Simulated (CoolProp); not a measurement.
Model: reference Helmholtz-energy equation of state, Wagner 2002, in CoolProp.

**Question.** For water, give the phase and the cv (kJ/(kg K)), conductivity (mW/(m K)) at 138.85 °C and 1.01 bar; 228.45 °C and 1.01 bar; 241.25 °C and 1.01 bar.

**Answer.** 
- 138.85 °C and 1.01 bar: gas; cv 1.50, conductivity 27.9
- 228.45 °C and 1.01 bar: gas; cv 1.51, conductivity 36.2
- 241.25 °C and 1.01 bar: gas; cv 1.51, conductivity 37.5

Thermal conductivity comes from a separate model (Huber 2012).
